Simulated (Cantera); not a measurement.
A Cantera script and what it prints.

```python
import numpy as np
import cantera as ct

gas_names = """
    CL CL2 H HCL H2 Mg MgCL MgCL2 MgH Mg2
""".split()
cond_names = """
    Mg(cr) Mg(L) MgCL2(s) MgCL2(L)
""".split()


def load(file, names, dense=False):
    # The tables refer to 1 bar. Condensed volumes are neglected.
    table = {s.name: s for s in ct.Species.list_from_file(file)}
    out = []
    for n in names:
        d = dict(table[n].input_data)
        d["thermo"] = dict(d["thermo"], **{"reference-pressure": 1e5})
        if dense:
            d["equation-of-state"] = {"model": "constant-volume", "density": "1e6 g/cm^3"}
        out.append(ct.Species.from_dict(d))
    return out


gas = ct.Solution(thermo="ideal-gas", species=load("nasa_gas.yaml", gas_names))
cond = {s.name: ct.Solution(thermo="fixed-stoichiometry", species=[s], name=s.name)
        for s in load("nasa_condensed.yaml", cond_names, dense=True)}
atoms = {
    'MgCl2': {'Mg': 1, 'CL': 2},
    'HCl': {'H': 1, 'CL': 1},
    'H2': {'H': 2},
}
top_T = {}  # K; cautious upper limits of use, not melting points


def equilibrate(T, P, feed):
    n = {}
    for name, mol in feed.items():
        for a, k in atoms[name].items():
            n[a] = n.get(a, 0.0) + k * mol
    gas.TPX = T, P, n
    mass = sum(n.values()) * gas.mean_molecular_weight
    gas.equilibrate("TP")
    valid = [c for c in cond.values() if c.min_temp <= T <= top_T.get(c.name, c.max_temp)]
    mix = ct.Mixture([(gas, mass / gas.mean_molecular_weight)] + [(c, 0.0) for c in valid])
    mix.T, mix.P = T, P
    mix.equilibrate("TP", solver="vcs", rtol=1e-11, max_steps=5000)
    return mix


results = []
feed = {'MgCl2': 1, 'HCl': 0.27, 'H2': 0.73}  # mol
T = 1198.15  # K
for P in [0.1, 1.6, 25, 400, 6300, 100000]:
    mix = equilibrate(T, P, feed)
    results.append((T, P, feed, dict(zip(mix.species_names, mix.species_moles))))
    x = sorted(zip(gas.X, gas.species_names), reverse=True)
    print(f"T = {T:g} K  P = {P:g} Pa  gas = {mix.phase_moles(0):.4g} mol")
    print("   x: " + "  ".join(f"{s} {v:.3e}" for v, s in x if v > 1e-05))
    print("   condensed (mol): " + ("  ".join(f"{mix.phase(i).name} {mix.phase_moles(i):.4g}"
          for i in range(1, mix.n_phases) if mix.phase_moles(i) > 1e-12) or "none"))
```

It prints:

```
T = 1198.15 K  P = 0.1 Pa  gas = 2.003 mol
   x: MgCL2 4.975e-01  H2 3.628e-01  HCL 1.379e-01  Mg 1.555e-03  H 1.148e-04  MgCL 8.640e-05  CL 3.788e-05
   condensed (mol): none
T = 1198.15 K  P = 1.6 Pa  gas = 2 mol
   x: MgCL2 4.998e-01  H2 3.648e-01  HCL 1.352e-01  Mg 1.022e-04  H 2.879e-05  MgCL 2.220e-05
   condensed (mol): none
T = 1198.15 K  P = 25 Pa  gas = 2 mol
   x: MgCL2 5.000e-01  H2 3.650e-01  HCL 1.350e-01
   condensed (mol): none
T = 1198.15 K  P = 400 Pa  gas = 2 mol
   x: MgCL2 5.000e-01  H2 3.650e-01  HCL 1.350e-01
   condensed (mol): none
T = 1198.15 K  P = 6300 Pa  gas = 1.151 mol
   x: H2 6.344e-01  HCL 2.346e-01  MgCL2 1.309e-01
   condensed (mol): MgCL2(L) 0.8493
T = 1198.15 K  P = 100000 Pa  gas = 1.008 mol
   x: H2 7.240e-01  HCL 2.678e-01  MgCL2 8.249e-03
   condensed (mol): MgCL2(L) 0.9917
```

Equilibrium computed with Cantera from the NASA thermochemical tables; the gas is ideal and each condensed phase is pure.
